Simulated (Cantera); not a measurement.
What does this Cantera script print?

```python
import numpy as np
import cantera as ct

gas_names = """
    C CO CO2 C2 C2O C3 C3O2 C4 C5 O O2 O3 Pb PbO Pb2
""".split()
cond_names = """
    C(gr) Pb(cr) Pb(L) PbO(rd) PbO(yw) PbO(L) PbO2(s) Pb3O4(s)
""".split()


# ... load() reads the species with a 1 bar reference pressure and builds the phases ...
atoms = {
    'PbO': {'Pb': 1, 'O': 1},
    'C': {'C': 1},
    'CO': {'C': 1, 'O': 1},
}
top_T = {'C(gr)': 4500, 'Pb3O4(s)': 820}  # K; cautious upper limits of use, not melting points


# ... equilibrate(T, P, feed) seeds the gas with the atoms and calls Mixture.equilibrate('TP', solver="vcs", rtol=1e-11, max_steps=5000) ...
results = []
T = 1725  # K
P = 20  # Pa
for m in [0.31, 0.62, 0.93, 1.2, 1.5, 1.8, 2.2, 2.5, 2.8, 3.1, 3.4]:
    feed = {'PbO': 1, 'C': m, 'CO': 2.1}  # mol
    mix = equilibrate(T, P, feed)
    results.append((T, P, feed, dict(zip(mix.species_names, mix.species_moles))))

top = {s: max(r[3][s] / sum(r[3][g] for g in gas_names) for r in results) for s in gas_names}
cols = sorted((s for s in top if top[s] > 0.001), key=lambda s: -top[s])[:9]
seen = [c for c in cond_names if any(r[3].get(c, 0) > 1e-12 for r in results)]
print("log10 of partial pressures in bar; condensed amounts in mol")
print(f"{'n(C)':>10s}" + "".join(f"{s[:9]:>10s}" for s in cols + seen))
for T, P, feed, n in results:
    ng = sum(n[g] for g in gas_names)
    print(f"{feed['C']:10.4g}" + "".join(f"{np.log10(max(n[s] / ng * P / 1e5, 1e-99)):10.3f}" for s in cols)
          + "".join(f"{n.get(c, 0):10.4g}" for c in seen))
```

It prints:

```
log10 of partial pressures in bar; condensed amounts in mol
      n(C)        CO        Pb       CO2     C(gr)
      0.31    -3.996    -4.233    -4.394         0
      0.62    -3.900    -4.270    -4.691         0
      0.93    -3.833    -4.304    -5.460         0
       1.2    -3.820    -4.312   -11.563       0.2
       1.5    -3.820    -4.312   -11.563       0.5
       1.8    -3.820    -4.312   -11.563       0.8
       2.2    -3.820    -4.312   -11.563       1.2
       2.5    -3.820    -4.312   -11.563       1.5
       2.8    -3.820    -4.312   -11.563       1.8
       3.1    -3.820    -4.312   -11.563       2.1
       3.4    -3.820    -4.312   -11.563       2.4
```

These are equilibrium values from Cantera (NASA tables, ideal gas, pure condensed phases), not measurements of a reactor.
